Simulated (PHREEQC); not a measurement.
**Brine (model solution)**

Consider water at 25 °C with 5.2 mol/kgw KOH and 0.0081 mol/kgw K2SO4. Closed to the air; pH follows from the charge balance.

Equilibrium calculation in PHREEQC: Pitzer model, pitzer.dat.

This is a speciation only: nothing precipitates in the calculation.

Task: What pH, osmotic coefficient does the model give?

Result: pH 15.38; osmotic coefficient 1.562.

Complexes and solids missing from the database can't appear. In brines, pH and single-ion activities rest on the MacInnes convention.
